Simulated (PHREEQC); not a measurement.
## Copper plating or etch bath (model solution)

Solution (20 °C): 0.092 mol CuCl2, 0.017 mol HCl and 4.2e-05 mol FeCl3 per kg of water. Closed to the air; pH follows from the charge balance.

All values are PHREEQC results (ion-association model, phreeqc.dat), not measurements.

Each row changes one thing in this solution. Precipitation was switched off in this run.

```json
[
 {"case": "as made", "pH": "1.87", "ionic strength (mol/kgw)": "0.272", "Cl- (mol/kgw)": "0.190", "Cu+2 (mol/kgw)": "0.0818", "CuCl+ (mol/kgw)": "0.00981", "CuCl2 (mol/kgw)": "0.000432", "SI of Goethite (FeOOH)": "+0.65", "SI of Hematite (Fe2O3)": "+3.28"},
 {"case": "temperature from 20 to 65 °C", "pH": "1.88", "ionic strength (mol/kgw)": "0.212", "Cl- (mol/kgw)": "0.159", "Cu+2 (mol/kgw)": "0.0525", "CuCl+ (mol/kgw)": "0.0374", "CuCl2 (mol/kgw)": "0.00215", "SI of Goethite (FeOOH)": "+1.69", "SI of Hematite (Fe2O3)": "+5.56"},
 {"case": "diluted 5-fold with water", "pH": "2.54", "ionic strength (mol/kgw)": "0.0572", "Cl- (mol/kgw)": "0.0395", "Cu+2 (mol/kgw)": "0.0177", "CuCl+ (mol/kgw)": "0.000686", "CuCl2 (mol/kgw)": "8.88e-6", "SI of Goethite (FeOOH)": "+2.35", "SI of Hematite (Fe2O3)": "+6.68"},
 {"case": "CuCl2 from 0.092 to 0.138 mol/kgw", "pH": "1.88", "ionic strength (mol/kgw)": "0.391", "Cl- (mol/kgw)": "0.273", "Cu+2 (mol/kgw)": "0.119", "CuCl+ (mol/kgw)": "0.0183", "CuCl2 (mol/kgw)": "[?]", "SI of Goethite (FeOOH)": "+0.50", "SI of Hematite (Fe2O3)": "+2.99"},
 {"case": "FeCl3 from 4.2e-05 to 3.78e-05 mol/kgw", "pH": "1.87", "ionic strength (mol/kgw)": "0.272", "Cl- (mol/kgw)": "0.190", "Cu+2 (mol/kgw)": "0.0818", "CuCl+ (mol/kgw)": "0.00981", "CuCl2 (mol/kgw)": "0.000432", "SI of Goethite (FeOOH)": "+0.60", "SI of Hematite (Fe2O3)": "+3.19"},
 {"case": "temperature from 20 to 5 °C", "pH": "1.87", "ionic strength (mol/kgw)": "0.283", "Cl- (mol/kgw)": "0.196", "Cu+2 (mol/kgw)": "0.0869", "CuCl+ (mol/kgw)": "0.00488", "CuCl2 (mol/kgw)": "0.000186", "SI of Goethite (FeOOH)": "+0.17", "SI of Hematite (Fe2O3)": "+2.25"},
 {"case": "0.04 mol/kgw HF added", "pH": "1.78", "ionic strength (mol/kgw)": "0.274", "Cl- (mol/kgw)": "0.191", "Cu+2 (mol/kgw)": "0.0809", "CuCl+ (mol/kgw)": "0.00969", "CuCl2 (mol/kgw)": "0.000426", "SI of Goethite (FeOOH)": "-4.00", "SI of Hematite (Fe2O3)": "-6.01"},
 {"case": "diluted 10-fold with water", "pH": "[?]", "ionic strength (mol/kgw)": "0.0289", "Cl- (mol/kgw)": "0.0199", "Cu+2 (mol/kgw)": "0.00899", "CuCl+ (mol/kgw)": "0.000207", "CuCl2 (mol/kgw)": "1.50e-6", "SI of Goethite (FeOOH)": "+2.89", "SI of Hematite (Fe2O3)": "+7.76"}
]
```

Task: Complete the blanks.

Result: 
- CuCl2 from 0.092 to 0.138 mol/kgw, CuCl2 (mol/kgw): 0.00104
- diluted 10-fold with water, pH: 2.83

Some of these states are supersaturated (in Hematite (slow to form), Goethite (slow to form), for instance). Constants without temperature data keep their 25 °C values here. Fluoro complexes past AlF4- and FeF3 are missing from the database.
